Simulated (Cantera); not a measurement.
Cantera run, input and output.

```python
import numpy as np
import cantera as ct

gas = ct.Solution("gri30.yaml")
gas.TPX = 1300, 1500, {'H2': 0.031, 'O2': 1, 'N2': 3.8}
reactor = ct.IdealGasConstPressureReactor(gas, energy="off", clone=False)
net = ct.ReactorNet([reactor])
net.rtol, net.atol = 1e-08, 1e-18
show = ['H2', 'O2', 'NO', 'H2O2', 'N2O', 'H']
times = np.geomspace(2e-05, 20, 11)

steps = ct.SolutionArray(gas, extra=["t"])
rows = []
print(f"{'t/s':>10s}{'T/K':>9s}{'P/Pa':>11s}" + "".join(f"{s:>11s}" for s in show))
for t in times:
    while net.time < t:
        t_next = net.step()
        steps.append(gas.state, t=t_next)
    rows.append([np.interp(t, steps.t, y) for y in (steps.T, steps.P, *steps(*show).X.T)])
    print(f"{t:10.3e}{rows[-1][0]:9.1f}{rows[-1][1]:11.4g}" + "".join(f"{x:11.3e}" for x in rows[-1][2:]))
rate = np.gradient(steps.T, steps.t)
print("integrator steps:", len(steps.t))
if steps.T.max() > steps.T[0] + 200:
    print(f"time of steepest temperature rise: {steps.t[rate.argmax()]:.4e} s")
gas.TPX = 1300, 1500, {'H2': 0.031, 'O2': 1, 'N2': 3.8}
gas.equilibrate("TP")
print(f"equilibrium (TP): T = {gas.T:.1f} K  " + "  ".join(f"{s} {gas[s].X[0]:.3e}" for s in show))
```

Result:

```
       t/s      T/K       P/Pa         H2         O2         NO       H2O2        N2O          H
 2.000e-05   1300.0       1500  6.417e-03  2.070e-01  2.314e-22  2.077e-15  1.263e-16  1.447e-10
 7.962e-05   1300.0       1500  6.417e-03  2.070e-01  1.567e-20  3.259e-14  5.145e-16  4.678e-10
 3.170e-04   1300.0       1500  6.417e-03  2.070e-01  8.766e-19  5.026e-13  2.248e-15  1.226e-09
 1.262e-03   1300.0       1500  6.417e-03  2.070e-01  4.209e-17  7.228e-12  1.281e-14  6.906e-09
 5.024e-03   1300.0       1500  6.402e-03  2.070e-01  2.616e-14  9.454e-11  7.964e-13  2.238e-06
 2.000e-02   1300.0       1500  7.381e-05  2.014e-01  8.927e-09  9.296e-09  5.323e-09  5.802e-04
 7.962e-02   1300.0       1500  6.131e-05  2.018e-01  5.151e-08  8.860e-09  1.591e-08  4.588e-04
 3.170e-01   1300.0       1500  3.729e-05  2.028e-01  1.393e-07  7.909e-09  1.953e-08  2.105e-04
 1.262e+00   1300.0       1500  9.831e-06  2.040e-01  2.085e-07  4.705e-09  2.479e-08  2.757e-05
 5.024e+00   1300.0       1500  1.153e-06  2.044e-01  2.388e-07  1.230e-09  2.924e-08  1.098e-06
 2.000e+01   1300.0       1500  1.238e-07  2.044e-01  2.507e-07  1.933e-10  2.497e-08  3.868e-08
integrator steps: 1350
equilibrium (TP): T = 1300.0 K  H2 1.016e-08  O2 2.042e-01  NO 3.927e-04  H2O2 1.953e-11  N2O 3.191e-09  H 9.164e-10
```

Model: GRI-Mech 3.0 (53 species, 325 reactions), integrated in Cantera. Radical loss at walls, strong at low pressure, is not modelled.
